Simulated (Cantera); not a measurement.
An adiabatic, constant-pressure homogeneous reactor starts with 16.5 % H2, 17.5 % O2, 66.0 % N2, at 1698 K and 1000000 Pa.

Cantera simulation using the H2/O2 subset of GRI-Mech 3.0, which has no nitrogen chemistry; the numbers are that mechanism's predictions, not measurements. The hydrogen kinetics of GRI-Mech 3.0 are dated; newer H2 mechanisms differ, most at raised pressure.

**Question.** Predict: time of steepest temperature rise; temperature at 0.200 s; equilibrium temperature; x(H2) at 0.200 s; x(O2) at 0.200 s; x(O) at 0.200 s; x(H2O) at 0.200 s; x(HO2) at 0.200 s; x(H2O2) at 0.200 s.

**Answer.** 
- time of steepest temperature rise = 0.862 µs
- temperature at 0.200 s = 2721 K
- equilibrium temperature = 2721 K
- x(H2) at 0.200 s = 0.00274 (gas-phase equilibrium 0.00274)
- x(O2) at 0.200 s = 0.0955 (gas-phase equilibrium 0.0955)
- x(O) at 0.200 s = 0.00388 (gas-phase equilibrium 0.00388)
- x(H2O) at 0.200 s = 0.167 (gas-phase equilibrium 0.167)
- x(HO2) at 0.200 s = 3.08e-5 (gas-phase equilibrium 3.08e-5)
- x(H2O2) at 0.200 s = 1.78e-6 (gas-phase equilibrium 1.78e-6)
